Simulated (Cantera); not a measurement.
Charge: 1 mol Si, 6 mol H2, 0.51 mol Cl2, equilibrated at 1573 K and 10000 Pa.

Equilibrium computed with Cantera from the NASA thermochemical tables; the gas is ideal and each condensed phase is pure. Candidate condensed phases: Si; 19 gas species. The tables' values for SiCl3 are old estimates; treat these amounts as uncertain. Equilibrium is a limit: real reactors are often held back by kinetics, nucleation or transport.

Problem. What is the equilibrium state?

Solution. 
```
Quantity       Result
----------  ---------
x(H2)           0.878
x(HCl)         0.0893
x(SiCl2)       0.0308
x(SiCl3)      0.00148
x(SiHCl3)    0.000243
x(SiCl4)     0.000187
x(H)         0.000120
x(SiH2Cl2)    5.22e-5
x(Cl)         9.74e-6
n(Si(s))    0.787 mol
gas amount  6.502 mol
```
